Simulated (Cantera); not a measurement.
What does this Cantera script print?

```python
import numpy as np
import cantera as ct

gas_names = [...]  # 116 gases of nasa_gas.yaml made of C, H, Mg, O
cond_names = """
    C(gr) C6H6(L) C7H8(L) C8H18(L),n-octa H2O(s) H2O(L) Mg(cr) Mg(L) MgCO3(s) MgO(s) MgO(L) MgO2H2(s)
""".split()


# ... load() reads the species with a 1 bar reference pressure and builds the phases ...
atoms = {
    'MgO': {'Mg': 1, 'O': 1},
    'CO': {'C': 1, 'O': 1},
    'H2': {'H': 2},
    'CH4': {'C': 1, 'H': 4},
}
top_T = {'C(gr)': 4500}  # K; cautious upper limits of use, not melting points


# ... equilibrate(T, P, feed) seeds the gas with the atoms and calls Mixture.equilibrate('TP', solver="vcs", rtol=1e-11, max_steps=5000) ...
results = []
feed = {'MgO': 1, 'CO': 2.2, 'H2': 0.52, 'CH4': 1.8}  # mol
P = 10  # Pa
for T in [1673, 1748, 1823, 1898, 1973, 2048, 2123, 2198, 2273, 2348, 2423, 2498, 2573]:
    mix = equilibrate(T, P, feed)
    results.append((T, P, feed, dict(zip(mix.species_names, mix.species_moles))))

top = {s: max(r[3][s] / sum(r[3][g] for g in gas_names) for r in results) for s in gas_names}
cols = sorted((s for s in top if top[s] > 0.001), key=lambda s: -top[s])[:5]
seen = [c for c in cond_names if any(r[3].get(c, 0) > 1e-12 for r in results)]
print("log10 of partial pressures in bar; condensed amounts in mol")
print(f"{'T/K':>10s}" + "".join(f"{s[:9]:>10s}" for s in cols + seen))
for T, P, feed, n in results:
    ng = sum(n[g] for g in gas_names)
    print(f"{T:10.4g}" + "".join(f"{np.log10(max(n[s] / ng * P / 1e5, 1e-99)):10.3f}" for s in cols)
          + "".join(f"{n.get(c, 0):10.4g}" for c in seen))
```

Output:

```
log10 of partial pressures in bar; condensed amounts in mol
       T/K         H        H2        CO        Mg        C3     C(gr)
      1673    -6.099    -4.311    -4.417    -4.922   -14.758    0.7995
      1748    -5.799    -4.316    -4.418    -4.924   -13.652    0.7991
      1823    -5.526    -4.325    -4.421    -4.927   -12.640    0.7983
      1898    -5.278    -4.341    -4.427    -4.932   -11.709    0.7971
      1973    -5.054    -4.368    -4.435    -4.940   -10.850    0.7952
      2048    -4.854    -4.409    -4.446    -4.952   -10.056    0.7926
      2123    -4.680    -4.470    -4.463    -4.968    -9.320    0.7892
      2198    -4.534    -4.559    -4.484    -4.989    -8.635     0.785
      2273    -4.417    -4.682    -4.507    -5.013    -7.996    0.7787
      2348    -4.329    -4.842    -4.531    -5.036    -7.399    0.7642
      2423    -4.270    -5.037    -4.552    -5.057    -6.841     0.719
      2498    -4.234    -5.261    -4.569    -5.074    -6.317     0.573
      2573    -4.218    -5.507    -4.585    -5.090    -5.825    0.1246
```

Cantera equilibrium calculation (NASA polynomials, part measured and part estimated; ideal gas, pure solids and liquids). The tables' values for MgH are old estimates; treat these amounts as uncertain.
